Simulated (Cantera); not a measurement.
An isothermal, constant-pressure homogeneous reactor starts with 1.18 % CO, 0.207 % O₂, 0.0276 % H₂O, 98.6 % N₂, at 1400 K and 7500 Torr.

Detailed kinetics in Cantera: GRI-Mech 3.0 (53 species, 325 reactions).

One state of this run: x CO = 0.00759; x O₂ = 1.24e-7; x H₂O = 0.000161; x NO₂ = 1.15e-11; x N₂O = 2.30e-8; x NO = 1.67e-6; x O = 2.54e-8. x: mole fraction; the columns are a selection and need not sum to one.

### Question
Which value of t (s) does it belong to?
A. 0.00160
B. 0.219
C. 0.00823
D. 1.13

### Answer
C, 0.00823
